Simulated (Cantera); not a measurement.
Charge: 1 mol Si3N4, 0.12 mol CO2, 11 mol H2, held at 1.90 bar.

Method: chemical equilibrium by Gibbs-energy minimisation in Cantera with the NASA 1993 tables (ideal gas, pure condensed phases). Candidate condensed phases: C, C6H6, C7H8, C8H18, H2O, Si, SiC, SiO2, Si2N2O, Si3N4; 151 gas species. Mutual solubility and eutectic melting of coexisting phases are not modelled. Equilibrium is a limit: real reactors are often held back by kinetics, nucleation or transport. All values below are at 1400 K.

Base state: H2 0.983, N2 0.00909, CH4 0.00793, HCN 4.69e-5, NH3 1.51e-5 (mole fractions); condensed: C(graphite) + SiC(s) + Si2N2O(s) + Si3N4(s).

Task: What changes in the equilibrium state with this change: CO2 from 0.12 to 3.3 mol?

Result: 
| species | before | after |
|---|---|---|
| H2 | 0.983 | 0.796 |
| N2 | 0.00909 | 0.142 |
| CO | 1.86e-6 | 0.0561 |
| H2O | 1.29e-8 | 0.000316 |
| CO2 | <1e-9 | 1.02e-5 |
| HCN | 4.69e-5 | 0.000167 |
| C(graphite), mol | 0.00132 | 2.46 |
| SiC(s), mol | 0.0307 | 0 |
| Si2N2O(s), mol | 0.240 | 0.0563 |
| Si3N4(s), mol | 0.830 | 0 |
| SiO2(β-quartz), mol | 0 | 2.89 |
The tables hold silica as quartz up to 1696 K and as liquid above; real silica turns to tridymite and cristobalite and melts near 1996 K.
